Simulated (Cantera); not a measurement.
Input: 1 mol Si₃N₄, 1.4 mol Cl₂, 3 mol H₂, at 10.0 mbar.

Equilibrium computed with Cantera from the NASA thermochemical tables; the gas is ideal and each condensed phase is pure. Candidate condensed phases: NH₄Cl, Si, Si₃N₄; 28 gas species. The tables' values for SiCl₃ are old estimates; treat these amounts as uncertain. Equilibrium is a limit: real reactors are often held back by kinetics, nucleation or transport. All values below are at 1225 K.

Base state: H₂ 0.472, HCl 0.436, SiCl₄ 0.0464, N₂ 0.0367, SiCl₃ 0.00417, SiCl₂ 0.00297, SiHCl₃ 0.00157 (mole fractions); condensed: Si₃N₄(s).

What changes in the equilibrium state with this change: pressure from 10.0 mbar to 0.100 bar?


```
species         before     after
-------------  -------  --------
H₂               0.472     0.494
HCl              0.436     0.400
SiCl₄           0.0464    0.0588
N₂              0.0367    0.0423
SiCl₂          0.00297  0.000468
SiCl₃          0.00417   0.00187
SiH₂Cl₂        7.06e-6   1.17e-5
SiHCl₃         0.00157   0.00227
Si₃N₄(s), mol    0.920     0.909
```
